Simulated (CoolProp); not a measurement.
Vapour-liquid equilibrium of benzene (1) + octamethylcyclotetrasiloxane (D4) (2) at 357 K; x and y are mole fractions of (1).

Computed with CoolProp (multi-fluid Helmholtz-energy mixture model, Thol 2012 and Thol 2015; pair parameters Bell 2016).

Problem. Give the bubble pressure and the first vapour's composition at x = 0.65, 0.75, 0.95. Is there an azeotrope?

Solution. x = 0.65: 0.07395 MPa, y = 0.978; x = 0.75: 0.08464 MPa, y = 0.986; x = 0.95: 0.1078 MPa, y = 0.998. No azeotrope shows between x = 0.05 and 0.95.

The pair parameters rest on a limited set of measurements; away from them the model extrapolates.
